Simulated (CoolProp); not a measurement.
Model: reference Helmholtz-energy equation of state, Span 2000, in CoolProp.

Question: Give the vapour pressure (bar), vapour density (kg/m³), liquid viscosity (µPa s), liquid conductivity (mW/(m K)) of saturated nitrogen at 85 K.

Answer: 
```csv
T (K),p (bar),vapour density (kg/m³),liquid viscosity (µPa s),liquid conductivity (mW/(m K))
85,2.29,9.82,121,130
```

Viscosity comes from a separate model (Lemmon 2004). Thermal conductivity comes from a separate model (Lemmon 2004).
